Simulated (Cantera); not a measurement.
# Counterflow diffusion flame

A counterflow diffusion flame at 1.28 atm, nozzles 20 mm apart: fuel side 100 % C₃H₈ at 550 K, oxidiser side 18.0 % O₂, 82.0 % N₂ at 573 K, fuel mass flux 1.5 times the oxidiser's; mixture-averaged transport, no radiation.

Cantera simulation using GRI-Mech 3.0 (53 species, 325 reactions); the numbers are that mechanism's predictions, not measurements. GRI-Mech 3.0 was tuned for natural gas; its chemistry of propane as a main component is partial and can be far from experiment. GRI-Mech 3.0 has no aromatics or soot, which form on the fuel side of real flames. The maximum strain rate includes the flame's own expansion and is several times the mean.

| oxidiser flux (kg/m²/s) | max strain (1/s) | mean strain (1/s) | T max (K) | peak x OH | peak x H | peak x NO | peak x CO | peak x C₂H₂ |
|---|---|---|---|---|---|---|---|---|
| 0.33 | 232 | 40.8 | 2016 | 0.00564 | 0.00329 | 0.000226 | 0.0522 | 0.0372 |
| 0.5 | 341 | 61.8 | 1994 | 0.00566 | 0.00358 | 0.000207 | 0.0526 | 0.0348 |
| 0.76 | 504 | 93.9 | 1970 | 0.00562 | 0.00388 | 0.000184 | 0.0532 | 0.0322 |
| 1.2 | 769 | 148 | 1941 | 0.00549 | 0.00416 | 0.000154 | 0.0542 | 0.0292 |
| 1.8 | 1120 | 222 | 1910 | 0.00524 | 0.00433 | 0.000122 | 0.0554 | 0.0260 |
| 2.7 | 1620 | 334 | 1872 | 0.00483 | 0.00436 | 8.79e-5 | 0.0574 | 0.0222 |
| 4.1 | 2390 | 507 | 1819 | 0.00417 | 0.00411 | 5.06e-5 | 0.0605 | 0.0171 |
| 6.2 | 3450 | 766 | 1700 | 0.00265 | 0.00283 | 1.09e-5 | 0.0644 | 0.00800 |
x: mole fraction; the columns are a selection and need not sum to one.
